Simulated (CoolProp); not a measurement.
A single-stage vapour-compression cycle with the fluid: evaporating at 284.15 K (dew point), condensing at 330.15 K (bubble point), superheat 8 K, subcooling 0 K, compressor efficiency 0.9, no pressure losses. The same conditions are run with several fluids, on thermodynamics alone (safety and materials aside).

Values from CoolProp's reference Helmholtz-energy equation of state of each fluid (n-pentane: Thol 2019; R125: Lemmon 2005; isobutene: Lemmon 2005; R114: Platzer 1990; vinyl chloride: Thol 2022; C3F8 (R218): Lemmon 2006). The equations of Platzer and Polt are older, rougher fits.

| fluid | cooling COP | pressure ratio | discharge temperature (K) | refrigerating effect (kJ/kg) | volumetric capacity (kJ/m³) |
|---|---|---|---|---|---|
| n-pentane | 4.61 | 4.98 | 331.4 | 281 | 337 |
| R125 | 3.02 | 3.17 | 342.1 | 61.9 | 3470 |
| isobutene | 4.49 | 3.73 | 338.5 | 275 | 1320 |
| R114 | 4.34 | 4.03 | 330.1 | 92.4 | 906 |
| vinyl chloride | 4.68 | 3.65 | 364.4 | 270 | 1860 |
| C3F8 (R218) | 2.67 | 3.25 | 330.2 | 34.4 | 1840 |

The compression ends wet for: R114; C3F8 (R218).
